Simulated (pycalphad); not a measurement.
All values are pycalphad results on the COST 507 light-alloy database (1999) (1 atm), not direct measurements. The database dates from 1999; later assessments differ in places, in temperatures and in the compounds included. Amounts are mole fractions of atoms.

Task: Give the equilibrium state of Sn-21.2Si (at.%) at 277 °C.

Result: liquid, fraction 0.788, with <0.01 Si at.%; diamond (Si), fraction 0.212, with >99.99 Si at.%.
